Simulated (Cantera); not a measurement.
Feed: 1 mol B, 0.42 mol N2, 0.11 mol H2, 3.4 mol H2O, held at 21.0 mbar.

Cantera equilibrium calculation (NASA polynomials, part measured and part estimated; ideal gas, pure solids and liquids). Candidate condensed phases: B, BN, B2O3, B3O3H3, H2O; 39 gas species. Gases not in the tables: H3BO3. Equilibrium is a limit: real reactors are often held back by kinetics, nucleation or transport.

x: gas mole fraction; n: condensed amount in mol.

| T (°C) | x H2O | x H2 | x HBO2 | x N2 | n B2O3(l) |
|---|---|---|---|---|---|
| 1052 | 0.469 | 0.406 | 0.0195 | 0.106 | 0.459 |
| 1102 | 0.458 | 0.403 | 0.0336 | 0.105 | 0.431 |
| 1152 | 0.442 | 0.398 | 0.0552 | 0.104 | … |
| 1202 | 0.419 | 0.392 | 0.0864 | 0.102 | … |
| 1252 | 0.387 | 0.382 | 0.129 | 0.0998 | … |
| 1302 | 0.344 | 0.370 | 0.184 | 0.0965 | … |
| 1352 | 0.323 | 0.363 | 0.211 | 0.0948 | 0 |
| 1402 | 0.324 | 0.363 | 0.210 | 0.0948 | 0 |
| 1452 | 0.325 | 0.362 | 0.208 | 0.0948 | 0 |

Question: Complete the blanks.

Answer: 
- 1152, n B2O3(l): 0.386
- 1202, n B2O3(l): 0.319
- 1252, n B2O3(l): 0.220
- 1302, n B2O3(l): 0.0783
